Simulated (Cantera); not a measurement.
Input (Python, Cantera) and output of one run.

```python
import numpy as np
import cantera as ct

gas_names = """
    C CH CH2 CH3 CH2OH CH3O CH4 CH3OH CO CO2 COOH C2 C2H CHCO,ketyl C2H2,acetylene C2H2,vinylidene
    CH2CO,ketene C2H3,vinyl CH3CO,acetyl C2H4 C2H4O,ethylen CH3CHO,ethanal CH3COOH (HCOOH)2 C2H5 C2H6
    CH3OCH3 C2H5OH C2O C3 C3H3,propargyl C3H4,allene C3H4,propyne C3H4,cyclo- C3H5,allyl C3H6,propylene
    C3H6,cyclo- C3H6O C3H7,n-propyl C3H7,i-propyl C3H8 C3H8O,1propanol C3H8O,2propanol C3O2 C4 C4H2
    C4H4,1,3-cyclo- C4H6,butadiene C4H6,2-butyne C4H6,cyclo- C4H8,1-butene C4H8,cis2-buten
    C4H8,tr2-butene C4H8,isobutene C4H8,cyclo- (CH3COOH)2 C4H9,n-butyl C4H9,i-butyl C4H9,s-butyl
    C4H9,t-butyl C4H10,isobutane C4H10,n-butane C5 C5H6,1,3cyclo- C5H8,cyclo- C5H10,1-pentene
    C5H10,cyclo- C5H11,pentyl C5H11,t-pentyl C5H12,n-pentane C5H12,i-pentane CH3C(CH3)2CH3 C6H2
    C6H5,phenyl C6H5O,phenoxy C6H6 C6H5OH,phenol C6H10,cyclo- C6H12,1-hexene C6H12,cyclo- C6H13,n-hexyl
    C7H7,benzyl C7H8 C7H8O,cresol C7H14,1-heptene C7H15,n-heptyl C7H16,n-heptane C8H8,styrene
    C8H10,ethylbenz C8H16,1-octene C8H17,n-octyl C8H18,isooctane C8H18,n-octane C9H19,n-nonyl
    C10H8,naphthale C10H21,n-decyl C12H9,o-bipheny C12H10,bipheny H HCO HO2 H2 HCHO,formaldehy HCOOH H2O
    H2O2 O OH O2 O3 Si SiC SiC2 SiC4H12 SiH SiH2 SiH3 SiH4 SiO SiO2 Si2 Si2C Si3
""".split()
cond_names = """
    C(gr) C6H6(L) C7H8(L) C8H18(L),n-octa H2O(s) H2O(L) Si(cr) Si(L) SiC(b) SiO2(Lqz) SiO2(hqz) SiO2(L)
""".split()


def load(file, names, dense=False):
    # The tables refer to 1 bar. Condensed volumes are neglected.
    table = {s.name: s for s in ct.Species.list_from_file(file)}
    out = []
    for n in names:
        d = dict(table[n].input_data)
        d["thermo"] = dict(d["thermo"], **{"reference-pressure": 1e5})
        if dense:
            d["equation-of-state"] = {"model": "constant-volume", "density": "1e6 g/cm^3"}
        out.append(ct.Species.from_dict(d))
    return out


gas = ct.Solution(thermo="ideal-gas", species=load("nasa_gas.yaml", gas_names))
cond = {s.name: ct.Solution(thermo="fixed-stoichiometry", species=[s], name=s.name)
        for s in load("nasa_condensed.yaml", cond_names, dense=True)}
atoms = {
    'SiC': {'Si': 1, 'C': 1},
    'O2': {'O': 2},
    'H2': {'H': 2},
}
top_T = {'C(gr)': 4500, 'SiC(b)': 3050}  # K; cautious upper limits of use, not melting points


def equilibrate(T, P, feed):
    n = {}
    for name, mol in feed.items():
        for a, k in atoms[name].items():
            n[a] = n.get(a, 0.0) + k * mol
    gas.TPX = T, P, n
    mass = sum(n.values()) * gas.mean_molecular_weight
    gas.equilibrate("TP")
    valid = [c for c in cond.values() if c.min_temp <= T <= top_T.get(c.name, c.max_temp)]
    mix = ct.Mixture([(gas, mass / gas.mean_molecular_weight)] + [(c, 0.0) for c in valid])
    mix.T, mix.P = T, P
    mix.equilibrate("TP", solver="vcs", rtol=1e-11, max_steps=5000)
    return mix


results = []
feed = {'SiC': 1, 'O2': 0.0014, 'H2': 75}  # mol
T = 1625  # K
P = 2  # Pa
mix = equilibrate(T, P, feed)
results.append((T, P, feed, dict(zip(mix.species_names, mix.species_moles))))
x = sorted(zip(gas.X, gas.species_names), reverse=True)
print(f"T = {T:g} K  P = {P:g} Pa  gas = {mix.phase_moles(0):.4g} mol")
print("   x: " + "  ".join(f"{s} {v:.3e}" for v, s in x if v > 1e-05))
print("   condensed (mol): " + ("  ".join(f"{mix.phase(i).name} {mix.phase_moles(i):.4g}"
      for i in range(1, mix.n_phases) if mix.phase_moles(i) > 1e-12) or "none"))
```

Output:

```
T = 1625 K  P = 2 Pa  gas = 75.6 mol
   x: H2 9.842e-01  H 1.565e-02  Si 9.851e-05  CO 3.691e-05  C2H2,acetylene 3.131e-05
   condensed (mol): SiC(b) 0.9924
```

Cantera equilibrium calculation (NASA polynomials, part measured and part estimated; ideal gas, pure solids and liquids).
